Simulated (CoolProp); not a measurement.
The numbers come from the reference Helmholtz-energy equation of state, Lemmon 2006 in CoolProp. It is a short technical equation, of lower accuracy than the large ones.

**Question.** For CH3F (R41), give the phase and the cv (kJ/(kg K)), speed of sound (m/s) at 43.15 °C and 0.676 MPa; 111.05 °C and 0.676 MPa.

**Answer.** 
- 43.15 °C and 0.676 MPa: gas; cv 0.925, speed of sound 305
- 111.05 °C and 0.676 MPa: gas; cv 1.03, speed of sound 336
